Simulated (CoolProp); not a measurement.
The numbers come from the reference Helmholtz-energy equation of state, Lemmon 2005 in CoolProp. It is a short technical equation, of lower accuracy than the large ones.

**Question.** Give the vapour pressure (bar), vapour density (kg/m³), surface tension (mN/m) of saturated trans-2-butene at 32.75, 37.55, 44.75 °C.

**Answer.** 
| T (°C) | p (bar) | vapour density (kg/m³) | surface tension (mN/m) |
|---|---|---|---|
| 32.75 | 2.97 | 7.17 | 12.2 |
| 37.55 | 3.42 | 8.21 | 11.6 |
| 44.75 | 4.19 | 9.98 | 10.7 |

Surface tension comes from a separate correlation (Mulero 2014).
